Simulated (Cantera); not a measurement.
Feed: 1 mol Fe(CO)5, 0.35 mol H2, held at 1473.15 K and 1.00 bar.

Cantera equilibrium calculation (NASA polynomials, part measured and part estimated; ideal gas, pure solids and liquids). Candidate condensed phases: C, C6H6, C7H8, C8H18, Fe, Fe(CO)5, FeO, Fe(OH)2, Fe(OH)3, Fe2O3, Fe3O4, H2O; 114 gas species. Iron dissolves carbon and melts from about 1420 K in contact with it, which pure phases cannot show. Condensed phases not in the tables: cementite and carbon dissolved in iron. Rates play no part.

Base state: CO 0.934, H2 0.0653, CO2 0.000737, H2O 0.000128, CH4 1.25e-5 (mole fractions); condensed: C(graphite) + Fe(γ).

### Question
What changes in the equilibrium state with this change: Fe(CO)5 replaced by Hg?

### Answer
```json
[
 {"species": "Hg", "before": "0", "after": "0.741"},
 {"species": "H2", "before": "0.0653", "after": "0.259"},
 {"species": "CO", "before": "0.934", "after": "0"},
 {"species": "CO2", "before": "0.000737", "after": "0"},
 {"species": "H2O", "before": "0.000128", "after": "0"},
 {"species": "CH4", "before": "1.25e-5", "after": "0"},
 {"species": "C(graphite), mol", "before": "0.00455", "after": "0"},
 {"species": "Fe(γ), mol", "before": "1.00", "after": "0"}
]
```
Further candidate phases: Hg.
